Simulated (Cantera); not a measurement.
# Thermodynamics of silicon etching in halogen gases, feed Si + SF6 + N2

A closed system holds: 1 mol Si, a varied amount of SF6, 0.13 mol N2, held at 1350 °C and 1.50 Pa.

Cantera equilibrium calculation (NASA polynomials, part measured and part estimated; ideal gas, pure solids and liquids). Candidate condensed phases: S, Si, Si3N4; 29 gas species. The tables' values for S2F2 (SSF2), SF3, FS2F (FSSF) are old estimates; treat these amounts as uncertain. Kinetics and transport are ignored.

```json
[
 {"n(SF6) (mol)": "0.8", "x F": "0.284", "x SiF4": "0.448", "x S2": "0.148", "x SF2": "0.0277", "x N2": "0.0583", "x SF": "0.0161", "x S": "0.0152"},
 {"n(SF6) (mol)": "0.98", "x F": "0.447", "x SiF4": "0.313", "x S2": "0.105", "x SF2": "0.0576", "x N2": "0.0407", "x SF": "0.0212", "x S": "0.0128"},
 {"n(SF6) (mol)": "1.2", "x F": "0.550", "x SiF4": "0.228", "x S2": "0.0793", "x SF2": "0.0758", "x N2": "0.0297", "x SF": "0.0227", "x S": "0.0111"},
 {"n(SF6) (mol)": "1.5", "x F": "0.628", "x SiF4": "0.166", "x S2": "0.0618", "x SF2": "0.0871", "x N2": "0.0216", "x SF": "0.0229", "x S": "0.00979"},
 {"n(SF6) (mol)": "1.8", "x F": "0.673", "x SiF4": "0.130", "x S2": "0.0525", "x SF2": "0.0924", "x N2": "0.0170", "x SF": "0.0226", "x S": "0.00902"},
 {"n(SF6) (mol)": "2.2", "x F": "0.711", "x SiF4": "0.101", "x S2": "0.0453", "x SF2": "0.0958", "x N2": "0.0132", "x SF": "0.0222", "x S": "0.00839"},
 {"n(SF6) (mol)": "2.7", "x F": "0.740", "x SiF4": "0.0790", "x S2": "0.0402", "x SF2": "0.0978", "x N2": "0.0103", "x SF": "0.0218", "x S": "0.00790"},
 {"n(SF6) (mol)": "3.3", "x F": "0.762", "x SiF4": "0.0625", "x S2": "0.0366", "x SF2": "0.0989", "x N2": "0.00812", "x SF": "0.0214", "x S": "0.00753"},
 {"n(SF6) (mol)": "4", "x F": "0.779", "x SiF4": "0.0502", "x S2": "0.0340", "x SF2": "0.0995", "x N2": "0.00653", "x SF": "0.0210", "x S": "0.00726"}
]
```
x: gas mole fraction; nothing condenses.

From 0.8 mol SF6 to 4 mol SF6 nothing is condensed. The main Si-bearing gas is SiF4 throughout.
